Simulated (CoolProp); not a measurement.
Vapour-liquid equilibrium of toluene (1) + n-nonane (2) at 0.0472 MPa; x and y are mole fractions of (1).

Computed with CoolProp (multi-fluid Helmholtz-energy mixture model, Lemmon 2006 and Lemmon 2006; pair parameters Bell 2016).

Problem. Give the bubble temperature and the first vapour's composition at x = 0.75, 0.85, 0.95. Is there an azeotrope?

Solution. x = 0.75: 363.7 K, y = 0.900; x = 0.85: 361.7 K, y = 0.940; x = 0.95: 359.8 K, y = 0.980. No azeotrope shows between x = 0.05 and 0.95.

Pair parameters are fitted to limited data, so mixtures are less certain than the pure fluids.
